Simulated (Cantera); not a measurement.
Charge: 1 mol BN, 5.1 mol HF, 1.3 mol NF3, equilibrated at 100 Torr.

Method: chemical equilibrium by Gibbs-energy minimisation in Cantera with the NASA 1993 tables (ideal gas, pure condensed phases). Candidate condensed phases: B, BN; 31 gas species. Rates play no part. All values below are at 1223 K.

Base state: HF 0.628, N2 0.142, BF3 0.123, F 0.103, F2 0.00391 (mole fractions); condensed: gas only.

Task: What changes in the equilibrium state with this change: pressure from 100 Torr to 7.50 Torr?

Result: 
```tsv
species	before	after
HF	0.628	0.626
N2	0.142	0.141
BF3	0.123	0.123
F	0.103	0.110
F2	0.00391	0.000333
```

Task: What changes in the equilibrium state with this change: NF3 from 1.3 to 2.2 mol?

Result: 
```csv
species,before,after
HF,0.628,0.464
F,0.103,0.273
N2,0.142,0.145
BF3,0.123,0.0909
F2,0.00391,0.0274
```
